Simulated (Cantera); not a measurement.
What does this Cantera script print?

```python
import numpy as np
import cantera as ct

gas = ct.Solution("gri30.yaml")
gas.TPX = 500, 16000, {'C2H6': 1, 'O2': 2.69, 'N2': 10.1, 'H2O': 2}
flame = ct.FreeFlame(gas, width=0.14)
flame.set_refine_criteria(ratio=3, slope=0.08, curve=0.16)
flame.transport_model = "mixture-averaged"
flame.solve(loglevel=0, auto=True)
flame.transport_model = "multicomponent"
flame.soret_enabled = True
flame.solve(loglevel=0, refine_grid=True)
z, T = flame.grid, flame.T
thick = (T[-1] - T[0]) / np.gradient(T, z).max()
show = ['C2H6', 'O2', 'H2O', 'H', 'C2H', 'NO']
print(f"laminar burning velocity  {flame.velocity[0] * 100:.3f} cm/s")
print(f"burnt temperature         {T[-1]:.1f} K")
print(f"thermal thickness         {thick * 1e3:.4f} mm")
print(f"grid points               {len(z)}")
z0 = z[flame.heat_release_rate.argmax()]
print(f"{'z/mm':>9s}{'T/K':>9s}{'u/(m/s)':>9s}" + "".join(f"{s:>11s}" for s in show))
rows = []
for k in (-3, -2, -1.5, -1, -0.5, -0.25, 0, 0.25, 0.5, 1, 2, 4, 8):
    zz = z0 + k * thick
    rows.append([k * thick, np.interp(zz, z, T), np.interp(zz, z, flame.velocity),
                 *(np.interp(zz, z, flame.X[gas.species_index(s)]) for s in show)])
    print(f"{rows[-1][0] * 1e3:9.3f}{rows[-1][1]:9.1f}{rows[-1][2]:9.3f}" + "".join(f"{x:11.3e}" for x in rows[-1][3:]))
```

It prints:

```
laminar burning velocity  82.475 cm/s
burnt temperature         2014.0 K
thermal thickness         2.2041 mm
grid points               144
     z/mm      T/K  u/(m/s)       C2H6         O2        H2O          H        C2H         NO
   -6.612    500.2    0.826  6.323e-02  1.701e-01  1.264e-01  1.304e-14  6.446e-19  1.853e-10
   -4.408    503.1    0.834  6.305e-02  1.694e-01  1.261e-01  3.483e-11  1.828e-18  3.222e-09
   -3.306    512.4    0.852  6.283e-02  1.683e-01  1.261e-01  1.891e-09 -2.619e-18  1.438e-08
   -2.204    586.1    0.984  6.124e-02  1.621e-01  1.296e-01  4.346e-07 -2.210e-17  1.532e-07
   -1.102    986.2    1.709  4.261e-02  1.251e-01  1.578e-01  5.222e-05  1.385e-10  1.945e-06
   -0.551   1349.4    2.406  1.746e-02  8.506e-02  1.882e-01  6.427e-04  3.438e-08  4.487e-06
    0.000   1669.9    3.047  1.127e-03  4.223e-02  2.188e-01  4.159e-03  1.430e-06  8.863e-06
    0.551   1816.0    3.326  5.860e-06  1.724e-02  2.347e-01  8.892e-03  2.093e-06  1.568e-05
    1.102   1855.9    3.391  1.016e-08  7.671e-03  2.388e-01  1.165e-02  4.711e-07  2.163e-05
    2.204   1875.5    3.410  4.215e-13  3.386e-03  2.373e-01  1.302e-02  8.282e-09  2.739e-05
    4.408   1890.8    3.427 -6.332e-17  2.517e-03  2.355e-01  1.261e-02  1.089e-11  3.048e-05
    8.816   1909.9    3.456 -2.440e-17  2.087e-03  2.366e-01  1.130e-02  1.294e-15  3.186e-05
   17.633   1936.0    3.497  1.415e-18  1.562e-03  2.390e-01  9.362e-03  4.850e-19  3.323e-05
```

Model: GRI-Mech 3.0 (53 species, 325 reactions), integrated in Cantera. Burning velocities carry a grid error of a few per cent, more on coarse grids.
